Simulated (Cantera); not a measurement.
**Hydrocarbon pyrolysis for carbon deposition**

An isothermal, constant-pressure homogeneous reactor starts with C₂H₆ : N₂ = 1 : 140 (molar parts), at 1600 K and 100.0 Torr.

Detailed kinetics in Cantera: GRI-Mech 3.0 (53 species, 325 reactions). GRI-Mech 3.0 stops at C3 and has no aromatics, soot or wall deposition, so with more carbon than oxygen in the feed, carbon stays in small species such as C2H2 where larger ones or solid carbon would form.

| t (s) | x C₂H₆ | x CH₂ | x H | x C₂H₄ | x C₂H₂ | x CH₄ | x HCN |
|---|---|---|---|---|---|---|---|
| 4.00e-6 | 0.00707 | 1.61e-10 | 6.84e-8 | 2.52e-8 | <1e-12 | 6.37e-8 | <1e-12 |
| 1.75e-5 | 0.00698 | 1.37e-8 | 8.93e-7 | 1.01e-6 | 9.33e-11 | 1.21e-6 | <1e-12 |
| 7.68e-5 | 0.00655 | 9.43e-7 | 2.46e-5 | 6.57e-5 | 9.64e-8 | 2.23e-5 | 2.27e-9 |
| 0.000336 | 0.00359 | 7.85e-6 | 0.000181 | 0.00206 | 0.000155 | 0.000342 | 1.54e-6 |
| 0.00147 | 0.000122 | 4.36e-6 | 0.000195 | 0.00273 | 0.00326 | 0.00123 | 8.03e-6 |
| 0.00646 | 4.45e-6 | 4.57e-7 | 6.09e-5 | 0.000552 | 0.00580 | 0.00117 | 1.01e-5 |
| 0.0283 | 7.30e-7 | 7.06e-8 | 2.39e-5 | 4.61e-5 | 0.00638 | 0.00109 | 1.04e-5 |
| 0.124 | 2.53e-7 | 2.54e-8 | 1.48e-5 | 6.90e-6 | 0.00647 | 0.00101 | 1.05e-5 |
| 0.543 | 1.50e-7 | 1.96e-8 | 1.51e-5 | 4.48e-6 | 0.00659 | 0.000779 | 1.08e-5 |
| 2.38 | 3.73e-8 | 1.04e-8 | 1.64e-5 | 2.12e-6 | 0.00679 | 0.000378 | 1.16e-5 |
| 10.4 | 3.29e-9 | 3.23e-9 | 1.73e-5 | 1.48e-6 | 0.00693 | 0.000109 | 1.28e-5 |
| 45.7 | 1.88e-10 | 7.80e-10 | 1.77e-5 | 1.43e-6 | 0.00697 | 2.57e-5 | 1.44e-5 |
| 200 | 1.62e-11 | 2.14e-10 | 1.77e-5 | 1.43e-6 | 0.00698 | 7.04e-6 | 1.63e-5 |
x: mole fraction; the columns are a selection and need not sum to one.

Equilibrium at this temperature and pressure: C₂H₆ <1e-12, CH₂ 5.01e-11, H 1.77e-5, C₂H₄ 1.20e-7, C₂H₂ 0.000586, CH₄ 1.64e-6, HCN 0.0128 (gas phase only).
